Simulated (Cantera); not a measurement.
# Abatement and gas-phase synthesis: SF₆ + H₂ + O₂

Charge: 1 mol SF₆, 2.8 mol H₂, 0.93 mol O₂, held at 10.0 mbar.

Method: chemical equilibrium by Gibbs-energy minimisation in Cantera with the NASA 1993 tables (ideal gas, pure condensed phases). Candidate condensed phases: H₂O, H₂SO₄, S; 43 gas species. The numbers say what is thermodynamically allowed, not how fast it happens.

```csv
T (K),x HF,x SO₂,x F,x SO,x O,x O₂,x S
2275,0.795,0.114,0.0568,0.0256,0.00255,0.00352,0.00161
2325,0.792,0.110,0.0569,0.0291,0.00406,0.00500,0.00211
2375,0.789,0.105,0.0569,0.0332,0.00620,0.00670,0.00281
2425,0.784,0.0982,0.0572,0.0378,0.00914,0.00853,0.00380
2475,0.778,0.0909,0.0577,0.0428,0.0131,0.0104,0.00514
2525,0.770,0.0826,0.0586,0.0480,0.0181,0.0123,0.00694
2575,0.760,0.0737,0.0602,0.0530,0.0245,0.0139,0.00930
2625,0.747,0.0642,0.0627,0.0576,0.0323,0.0153,0.0123
2675,0.731,0.0545,0.0662,0.0613,0.0415,0.0163,0.0161
```
x: gas mole fraction; nothing condenses.

From 2275 K to 2675 K nothing is condensed.
